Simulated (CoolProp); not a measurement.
Vapour-liquid equilibrium of acetone (1) + dimethyl carbonate (2) at 152.95 °C; x and y are mole fractions of (1).

Model: multi-fluid Helmholtz-energy mixture model, Lemmon 2006 and Zhou 2011; pair parameters Bell 2016, in CoolProp.

```tsv
x	bubble pressure (bar)	y at the bubble point	dew pressure at overall composition x (bar)	liquid density (mol/L)
0.05	5.705	(withheld)	5.512	9.790
0.15	(withheld)	0.270	5.885	9.874
0.25	7.052	0.403	6.305	9.961
0.35	7.692	0.514	6.778	10.05
0.45	(withheld)	0.611	(withheld)	(withheld)
0.55	8.972	0.697	7.918	10.22
0.65	9.628	0.775	8.609	10.31
0.75	(withheld)	0.847	9.406	10.39
0.85	11.00	0.912	10.34	10.47
0.95	11.73	0.972	11.45	10.54
```

Question: Fill in the missing entries.

Answer: 
- 0.05, y at the bubble point: 0.103
- 0.15, bubble pressure (bar): 6.395
- 0.45, bubble pressure (bar): 8.329
- 0.45, dew pressure at overall composition x (bar): 7.312
- 0.45, liquid density (mol/L): 10.14
- 0.75, bubble pressure (bar): 10.30

No azeotrope shows between x = 0.05 and 0.95.

The pair parameters rest on a limited set of measurements; away from them the model extrapolates. The gap from Raoult's law changes sign with composition, which may be real or a fault of the pair parameters; it wasn't checked against measurements.
